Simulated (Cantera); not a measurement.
An adiabatic, constant-pressure homogeneous reactor starts with CO : H2 : O2 : N2 = 1 : 0.073 : 1.63 : 6.11 (molar parts), at 1200 K and 11.0 bar. Integrator tolerance rtol = 1e-08.

Computed with Cantera and GRI-Mech 3.0 (53 species, 325 reactions). The hydrogen kinetics of GRI-Mech 3.0 are dated; newer H2 mechanisms differ, most at raised pressure.

```tsv
quantity	before	after
time of steepest temperature rise	0.203 ms	0.192 ms
temperature at 0.300 s	2122 K	2122 K
equilibrium temperature	2120 K	2119 K
x(CO) at 0.300 s	0.000352 (gas-phase equilibrium 0.000346)	0.000369 (gas-phase equilibrium 0.000362)
x(H2) at 0.300 s	4.98e-6 (gas-phase equilibrium 4.91e-6)	5.22e-6 (gas-phase equilibrium 5.14e-6)
x(O2) at 0.300 s	0.129 (gas-phase equilibrium 0.128)	0.129 (gas-phase equilibrium 0.128)
x(CO2) at 0.300 s	0.120 (gas-phase equilibrium 0.120)	0.120 (gas-phase equilibrium 0.120)
x(OH) at 0.300 s	0.000512 (gas-phase equilibrium 0.000506)	0.000524 (gas-phase equilibrium 0.000517)
x(O) at 0.300 s	0.000176 (gas-phase equilibrium 0.000173)	0.000185 (gas-phase equilibrium 0.000181)
```

Task: Name the change that produced these shifts.
A. pressure from 11.0 bar to 0.660 bar
B. constant volume in place of constant pressure
C. initial temperature 1200 to 1325 K
D. pressure from 11.0 bar to 10.0 bar

Result: D, pressure from 11.0 bar to 10.0 bar
